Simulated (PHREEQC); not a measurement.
A solution holds 2.6 mmol/kgw TMAH and 63 mmol/kgw K3PO4, at 90 °C. Closed to the air; pH follows from the charge balance.

The numbers come from PHREEQC with the ion-association model, wateq4f.dat.

```
Property                 Result
----------------  -------------
pH                        10.86
ionic strength    0.296 mol/kgw
total alkalinity     129 meq/kg
```

| species | molality | activity | log γ |
|---|---|---|---|
| K+ | 0.186 | 0.121 | -0.189 |
| OH- | 0.0420 | 0.0270 | -0.193 |
| HPO4-2 | 0.0367 | 0.00801 | -0.662 |
| PO4-3 | 0.0236 | 0.000765 | -1.488 |
| KHPO4- | 0.00272 | 0.00188 | -0.159 |
| (CH3)4N+ | 0.00260 | 0.00171 | -0.183 |

This is a speciation only: nothing precipitates in the calculation. (CH3)4N+ isn't in the database: it is added as a free cation with an ion size of 4 Å. H3PO4, which wateq4f.dat lacks, is added to it with the constant of phreeqc.dat. At this temperature some constants are extrapolated from 25 °C, and those without enthalpy data are left unchanged.
